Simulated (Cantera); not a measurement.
Feed: 1 mol SiH4, 0.061 mol HCl, 1.5 mol H2, held at 2300 K and 220 Pa.

Method: chemical equilibrium by Gibbs-energy minimisation in Cantera with the NASA 1993 tables (ideal gas, pure condensed phases). Candidate condensed phases: Si; 19 gas species. The tables' values for SiCl are old estimates; treat these amounts as uncertain. Gases not in the tables: Si2H6 and higher silanes. Rates play no part.

Base state: H2 0.626, Si 0.194, H 0.163, HCl 0.00941, SiH 0.00265, Cl 0.00177, Si2 0.00172, SiCl 0.000916 (mole fractions); condensed: gas only.

Problem. What changes in the equilibrium state with this change: SiH4 replaced by SiH2Cl2?

Solution. 
```csv
species,before,after
H2,0.626,0.372
HCl,0.00941,0.229
H,0.163,0.126
SiCl2,0.000114,0.0723
Cl,0.00177,0.0558
SiCl,0.000916,0.0184
Si,0.194,0.124
SiCl3,5.87e-9,0.000118
Si3,0.000148,3.83e-5
SiH2,0.000134,5.08e-5
Si2,0.00172,0.000699
SiH,0.00265,0.00130
```
The tables' values for SiCl, SiCl3 are old estimates; treat these amounts as uncertain.

Problem. What changes in the equilibrium state with this change: SiH4 replaced by CH3SiH3?

Solution. 
| species | before | after |
|---|---|---|
| H2 | 0.626 | 0.734 |
| H | 0.163 | 0.177 |
| Si | 0.194 | 0.0608 |
| SiC2 | 0 | 0.00840 |
| Si2C | 0 | 0.00494 |
| C2H2 (acetylene) | 0 | 0.00317 |
| C2H | 0 | 3.45e-5 |
| Si3 | 0.000148 | 4.53e-6 |
| C(graphite), mol | 0 | 0.286 |
| SiC(s), mol | 0 | 0.560 |
The feed counts by its element totals alone. Further candidate phases: C, C6H6, C7H8, C8H18, SiC.

Problem. What changes in the equilibrium state with this change: SiH4 replaced by CH3SiCl3?

Solution. 
| species | before | after |
|---|---|---|
| H2 | 0.626 | 0.329 |
| HCl | 0.00941 | 0.310 |
| H | 0.163 | 0.118 |
| Si | 0.194 | 0.0608 |
| SiCl2 | 0.000114 | 0.0734 |
| Cl | 0.00177 | 0.0802 |
| SiCl | 0.000916 | 0.0130 |
| SiC2 | 0 | 0.00840 |
| Si2C | 0 | 0.00494 |
| C2H2 (acetylene) | 0 | 0.00142 |
| C(graphite), mol | 0 | 0.790 |
| SiC(s), mol | 0 | 0.0729 |
The feed counts by its element totals alone. The tables' values for SiCl, SiCl3 are old estimates; treat these amounts as uncertain. Further candidate phases: C, C6H6, C7H8, C8H18, SiC.
